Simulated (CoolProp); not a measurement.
Values from CoolProp's reference Helmholtz-energy equation of state, Lemmon 2006. It is a short technical equation, of lower accuracy than the large ones.

Problem. For isopentane, give the phase and the density (kg/m³), expansivity (1/kK) at 6.55 °C and 19.5 bar.

Solution. 
- 6.55 °C and 19.5 bar: liquid; density 636, expansivity 1.51
